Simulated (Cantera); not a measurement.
Charge: 1 mol N2O, 0.017 mol SO2, equilibrated at 0.110 bar.

Method: chemical equilibrium by Gibbs-energy minimisation in Cantera with the NASA 1993 tables (ideal gas, pure condensed phases). Candidate condensed phases: S; 17 gas species. Equilibrium is a limit: real reactors are often held back by kinetics, nucleation or transport. All values below are at 2227 °C.

Base state: N2 0.639, O2 0.301, NO 0.0248, O 0.0240, SO2 0.0107, SO 0.000328 (mole fractions); condensed: gas only.

What changes in the equilibrium state with this change: SO2 from 0.017 to 0.089 mol?


```
species    before    after
-------  --------  -------
N2          0.639    0.610
O2          0.301    0.288
SO2        0.0107   0.0536
NO         0.0248   0.0237
O          0.0240   0.0234
S         2.53e-6  1.32e-5
SO       0.000328  0.00168
SO3       3.61e-6  1.76e-5
```
